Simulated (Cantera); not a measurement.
Input: 1 mol CF4, 2.9 mol HCl, at 8.60 Pa.

These are equilibrium values from Cantera (NASA tables, ideal gas, pure condensed phases), not measurements of a reactor. Candidate condensed phases: C, C6H6, C7H8, C8H18; 118 gas species. Rates play no part.

**Question.** At 2302 °C, list the 6 most abundant gas species with their mole fractions, and the condensed phases.

**Answer.** Cl 0.383, HF 0.325, F 0.198, H 0.0578, C3 0.0179, CF 0.00809. Condensed: C(graphite).
